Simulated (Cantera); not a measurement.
A perfectly stirred reactor is fed with 2.47 % C3H8, 13.6 % O2, 77.3 % N2, 6.67 % CO2, at 1.00 atm; it is adiabatic with a 400 K inlet, and is followed from long to short residence time, starting on the burning branch (τ in s: 0.029, 0.012, 0.0051, 0.0021, 0.0009, 0.00038, 0.00016, 6.6e-05, 2.8e-05, 1.2e-05, 4.9e-06).

Detailed kinetics in Cantera: GRI-Mech 3.0 (53 species, 325 reactions). GRI-Mech 3.0 was tuned for natural gas; its chemistry of propane as a main component is partial and can be far from experiment.

Question: Predict: blow-out, bracketed by the residence times tried; x(C3H8) at τ = 29.0 ms; x(O2) at τ = 29.0 ms; x(CO2) at τ = 29.0 ms; x(C2H4) at τ = 29.0 ms; x(CH2O) at τ = 29.0 ms; x(C3H8) at τ = 0.380 ms; x(O2) at τ = 0.380 ms; x(CO2) at τ = 0.380 ms.

Answer: 
- blow-out, bracketed by the residence times tried: burning at 0.900 ms, out at 0.380 ms
- x(C3H8) at τ = 29.0 ms: 2.61e-6
- x(O2) at τ = 29.0 ms: 0.0147
- x(CO2) at τ = 29.0 ms: 0.131
- x(C2H4) at τ = 29.0 ms: 8.27e-6
- x(CH2O) at τ = 29.0 ms: 2.22e-6
- x(C3H8) at τ = 0.380 ms: 0.0247
- x(O2) at τ = 0.380 ms: 0.136
- x(CO2) at τ = 0.380 ms: 0.0667
